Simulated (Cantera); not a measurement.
A freely propagating, adiabatic, planar premixed flame of CH4 : O2 : N2 = 1 : 2.15 : 8.09 (molar parts), equivalence ratio 0.93, unburnt at 325 K and 2.00 bar; mixture-averaged transport, grid criteria slope 0.08 and curve 0.16, no radiation.

Computed with Cantera and GRI-Mech 3.0 (53 species, 325 reactions). Burning velocities carry a grid error of a few per cent, more on coarse grids.

Task: What does this change do: inlet temperature 325 to 300 K?

Result: 
| quantity | before | after |
|---|---|---|
| laminar burning velocity | 31.3 cm/s | 27.4 cm/s |
| thermal thickness | 0.274 mm | 0.284 mm |
| peak x(C2H2) | 7.64e-5 | 7.39e-5 |
| peak x(CH3) | 0.00145 | 0.00139 |
| peak x(HCO) | 2.58e-5 | 2.42e-5 |
| peak x(O) | 0.00238 | 0.00227 |
